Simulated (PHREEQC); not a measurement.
# Hard or scaling water

A solution holds 0.43 mmol/kgw CaSO4 and 2.2 mmol/kgw Na2SO4, at 65 °C. Closed to the air; pH follows from the charge balance.

Model: ion-association model, phreeqc.dat, run in PHREEQC.

```
Quantity                        Value
--------------------  ---------------
ionic strength        0.00787 mol/kgw
specific conductance       1210 µS/cm
```

| species | molality | activity | log γ |
|---|---|---|---|
| Na+ | 0.00435 | 0.00394 | -0.043 |
| SO4-2 | 0.00249 | 0.00168 | -0.171 |
| Ca+2 | 0.000340 | 0.000230 | -0.169 |
| CaSO4 | 8.97e-5 | 8.99e-5 | 0.001 |
| NaSO4- | 4.59e-5 | 4.16e-5 | -0.042 |
| OH- | 4.69e-7 | 4.24e-7 | -0.044 |
| H+ | 3.24e-7 | 2.97e-7 | -0.039 |
| HSO4- | 1.45e-7 | 1.31e-7 | -0.044 |

Precipitation was switched off in this run. Complexes and solids missing from the database can't appear. Away from 25 °C the constants follow the database's enthalpies or fits; those with neither stay at their 25 °C values.
